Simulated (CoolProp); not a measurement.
Vapour-liquid equilibrium of carbon monoxide (1) + methane (2) at 107.1 K; x and y are mole fractions of (1).

The numbers come from the multi-fluid Helmholtz-energy mixture model, Lemmon 2006 and Setzmann 1991; pair parameters Kunz 2012 in CoolProp.

**Question.** Give the bubble pressure and the first vapour's composition at x = 0.25, 0.35, 0.55. Is there an azeotrope?

**Answer.** x = 0.25: 0.3112 MPa, y = 0.819; x = 0.35: 0.4040 MPa, y = 0.873; x = 0.55: 0.5642 MPa, y = 0.927. No azeotrope shows between x = 0.05 and 0.95.

The pair parameters rest on a limited set of measurements; away from them the model extrapolates.
